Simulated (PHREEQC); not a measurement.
Dissolve 0.26 mol/kgw K2CO3 and 0.00011 mol/kgw K2SO4 at 20 °C. Closed to the air; pH follows from the charge balance.

Equilibrium calculation in PHREEQC: ion-association model, phreeqc.dat.

No solid was allowed to form.

Task: What pH, ionic strength, activity of water does the model give?

Result: pH 11.61; ionic strength 0.776 mol/kgw; activity of water 0.987.

Task: In which forms is S present?

Result: SO4-2 65 %, KSO4- 35 % of the S.

The ionic strength is past about 0.7 mol/kgw, beyond the range of this activity model, so the values are rough.
